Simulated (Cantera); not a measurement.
# Pyrogenic steam for wet oxidation

A perfectly stirred reactor is fed with H2 : O2 : N2 = 1 : 0.33 : 3.1 (molar parts), equivalence ratio 1.5, at 750 Torr; it is held at 1150 K, and followed from long to short residence time.

Computed with Cantera and the H2/O2 subset of GRI-Mech 3.0, which has no nitrogen chemistry. The temperature is held fixed by assumption; the heat of reaction is taken as removed at once.

```json
[
 {"τ (s)": "5.2", "x H2": "0.0829", "x O2": "4.19e-5", "x H2O": "0.161", "x H": "0.000157", "x O": "2.67e-8", "x OH": "1.85e-6", "x HO2": "5.64e-8"},
 {"τ (s)": "1.2", "x H2": "0.0829", "x O2": "8.75e-5", "x H2O": "0.161", "x H": "0.000325", "x O": "1.16e-7", "x OH": "3.89e-6", "x HO2": "1.18e-7"},
 {"τ (s)": "0.30", "x H2": "0.0829", "x O2": "0.000176", "x H2O": "0.161", "x H": "0.000648", "x O": "4.62e-7", "x OH": "7.88e-6", "x HO2": "2.37e-7"},
 {"τ (s)": "0.071", "x H2": "0.0829", "x O2": "0.000364", "x H2O": "0.160", "x H": "0.00132", "x O": "1.95e-6", "x OH": "1.67e-5", "x HO2": "4.89e-7"},
 {"τ (s)": "0.017", "x H2": "0.0830", "x O2": "0.000757", "x H2O": "0.159", "x H": "0.00265", "x O": "8.15e-6", "x OH": "3.60e-5", "x HO2": "1.01e-6"},
 {"τ (s)": "0.0040", "x H2": "0.0833", "x O2": "0.00162", "x H2O": "0.157", "x H": "0.00526", "x O": "3.44e-5", "x OH": "8.17e-5", "x HO2": "2.15e-6"},
 {"τ (s)": "0.00095", "x H2": "0.0847", "x O2": "0.00362", "x H2O": "0.152", "x H": "0.00995", "x O": "0.000140", "x OH": "0.000195", "x HO2": "4.69e-6"},
 {"τ (s)": "0.00023", "x H2": "0.0910", "x O2": "0.00864", "x H2O": "0.140", "x H": "0.0170", "x O": "0.000499", "x OH": "0.000463", "x HO2": "1.06e-5"}
]
```
x: mole fraction; the columns are a selection and need not sum to one.
